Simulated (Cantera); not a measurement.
Input: 1 mol CsOH, 0.073 mol H2O, held at 75.0 Torr.

Cantera equilibrium calculation (NASA polynomials, part measured and part estimated; ideal gas, pure solids and liquids). Candidate condensed phases: Cs, CsOH, H2O; 15 gas species. Rates play no part. All values below are at 1550 K.

Base state: CsOH 0.917, H2O 0.0719, Cs 0.00859, O2 0.00213, Cs2(OH)2 0.000300, OH 5.71e-5, CsO 2.58e-5, H2 1.78e-5 (mole fractions); condensed: gas only.

Problem. What changes in the equilibrium state with this change: H2O from 0.073 to 4.6 mol?

Solution. 
```
species     before     after
--------  --------  --------
H2O         0.0719     0.821
CsOH         0.917     0.178
Cs         0.00859  0.000752
Cs2(OH)2  0.000300   1.12e-5
CsO        2.58e-5   9.68e-7
H2         1.78e-5  0.000473
O2         0.00213  0.000393
```
